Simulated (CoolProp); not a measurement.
A single-stage vapour-compression cycle with R142b: evaporating at 313.15 K (dew point), condensing at 336.15 K (bubble point), superheat 5 K, subcooling 8 K, compressor efficiency 0.85, no pressure losses. Each further row changes one setting.

Model: reference Helmholtz-energy equation of state, Lemmon 2006, in CoolProp. It is a short technical equation, of lower accuracy than the large ones.

| case | cooling COP | pressure ratio | discharge temperature (K) | refrigerating effect (kJ/kg) | volumetric capacity (kJ/m³) |
|---|---|---|---|---|---|
| as stated | 10.9 | 1.80 | 343.1 | 176 | 3950 |
| evaporating temperature 318.15 K | ___ | 1.57 | 342.6 | ___ | 4600 |
| condensing temperature 331.15 K | 14.3 | 1.60 | 337.8 | 183 | 4110 |
| subcooling 13 K | 11.3 | 1.80 | 343.1 | 183 | 4110 |
| superheat 15 K | ___ | 1.80 | ___ | 186 | ___ |
| compressor efficiency 0.75 | 9.62 | 1.80 | 345.1 | 176 | 3950 |

Question: Some entries are withheld; supply them.

Answer: 
- evaporating temperature 318.15 K, cooling COP: 14.4
- evaporating temperature 318.15 K, refrigerating effect (kJ/kg): 179
- superheat 15 K, cooling COP: 11.0
- superheat 15 K, discharge temperature (K): 353.0
- superheat 15 K, volumetric capacity (kJ/m³): 3980
